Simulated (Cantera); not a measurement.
Charge: 1 mol Fe3O4, 85 mol H2, at 1700 K and 1330 Pa.

These are equilibrium values from Cantera (NASA tables, ideal gas, pure condensed phases), not measurements of a reactor. Candidate condensed phases: Fe, FeO, Fe(OH)2, Fe(OH)3, Fe2O3, Fe3O4, H2O; 12 gas species. Equilibrium is a limit: real reactors are often held back by kinetics, nucleation or transport.

Base state: H2 0.951, H2O 0.0470, H 0.00124, Fe 0.000472 (mole fractions); condensed: Fe(δ).

Problem. What changes in the equilibrium state with this change: Fe3O4 replaced by Fe2O3?

Solution. 
| species | before | after |
|---|---|---|
| H2 | 0.951 | 0.963 |
| H2O | 0.0470 | 0.0353 |
| H | 0.00124 | 0.00125 |
| Fe | 0.000472 | 0.000472 |
| Fe(δ), mol | 2.96 | 1.96 |
